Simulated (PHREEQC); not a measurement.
Solution (50 °C): 0.0025 mol/kgw HF and 0.0016 mol/kgw (CH3)4NF. Closed to the air; pH follows from the charge balance.

Computed with PHREEQC (ion-association model, phreeqc.dat).

```csv
quantity,before,after
pH,3.36,3.18
ionic strength (mol/kgw),0.00206,0.00229
F- (mol/kgw),0.00204,0.00226
HF (mol/kgw),0.00202,0.00337
HF2- (mol/kgw),1.79e-5,3.31e-5
```

Problem. Which change was made?
A) HF from 0.0025 to 0.025 mol/kgw
B) (CH3)4NF left out
C) diluted 2-fold with water
D) (CH3)4NF from 0.0016 to 0.00032 mol/kgw
E) (CH3)4NF replaced by KHF2 at the same molality

Solution. E, (CH3)4NF replaced by KHF2 at the same molality

This is a speciation only: nothing precipitates in the calculation. (CH3)4N+ isn't in the database: it is added as a free cation with an ion size of 4 Å. Away from 25 °C the constants follow the database's enthalpies or fits; those with neither stay at their 25 °C values.
